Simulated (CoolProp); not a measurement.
Carbonyl sulfide at 364.69 K and 3.69 MPa is compressed adiabatically to 13.4 MPa with isentropic efficiency 0.7. Each further row changes one setting.

Model: reference Helmholtz-energy equation of state, Lemmon 2006, in CoolProp. It is a short technical equation, of lower accuracy than the large ones.

| case | work (kJ/kg) | final temperature (K) | final density (kg/m³) |
|---|---|---|---|
| as stated | 74.1 | 503.9 | 265 |
| efficiency 1 | 51.9 | 487.4 | 292 |
| efficiency 0.65 | 79.8 | 508.3 | 259 |
